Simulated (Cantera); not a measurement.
Charge: 1 mol HMDSO, 0.61 mol N2O, 2.4 mol H2, at 3.75 Torr.

Method: chemical equilibrium by Gibbs-energy minimisation in Cantera with the NASA 1993 tables (ideal gas, pure condensed phases). Candidate condensed phases: C, C6H6, C7H8, C8H18, H2O, Si, SiC, SiO2, Si2N2O, Si3N4; 151 gas species. The feed counts by its element totals alone. Mutual solubility and eutectic melting of coexisting phases are not modelled. The numbers say what is thermodynamically allowed, not how fast it happens.

**Question.** At 1350 K, list the 6 most abundant gas species with their mole fractions, and the condensed phases.

**Answer.** H2 0.913, CO 0.0834, N2 0.00342, SiO 8.12e-5, H 3.22e-5, CH4 2.40e-5. Condensed: C(graphite) + SiC(s) + Si2N2O(s).
